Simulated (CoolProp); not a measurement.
Saturated liquid density (kg/m³) of R143a: the reference equation beside estimates from Tc = 345.9 K, pc = 3762 kPa, ω = 0.261.

Values from CoolProp's reference Helmholtz-energy equation of state, Lemmon and Jacobsen 2000.

```csv
T (K),reference,van der Waals,Peng-Robinson
214.6,…,668.1,1145
216.6,…,665.3,1140
218.5,1186,662.6,1136
220.4,1181,660.0,1131
222.4,1176,657.1,1126
224.3,1171,654.4,1121
226.2,1166,651.6,1117
228.2,1160,648.7,1111
230.1,1155,645.9,1106
232,1150,643.1,1101
234,…,640.1,1096
235.9,1139,637.2,1091
237.8,1133,634.2,…
239.8,1128,631.1,1080
241.7,1122,628.2,1074
```

Problem. Some entries are withheld; supply them.

Solution. 
- 214.6, reference: 1197
- 216.6, reference: 1191
- 234, reference: 1144
- 237.8, Peng-Robinson: 1085

Absolute difference from the reference over all 15 rows, mean and median: van der Waals 44.1 and 44.1 %, Peng-Robinson 4.2 and 4.2 %.
